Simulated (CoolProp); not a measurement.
Vapour-liquid equilibrium of 1-butene (1) + n-butane (2) at 49.1 kPa; x and y are mole fractions of (1).

Values from CoolProp's multi-fluid Helmholtz-energy mixture model, Lemmon 2005 and Bücker 2006; pair parameters Bell 2016.

Q: Give the bubble temperature and the first vapour's composition at x = 0.05, 0.35, 0.8. Is there an azeotrope?

A: x = 0.05: -18.5 °C, y = 0.063; x = 0.35: -20.4 °C, y = 0.411; x = 0.8: -22.8 °C, y = 0.831. No azeotrope shows between x = 0.05 and 0.95.

The pair parameters rest on a limited set of measurements; away from them the model extrapolates.
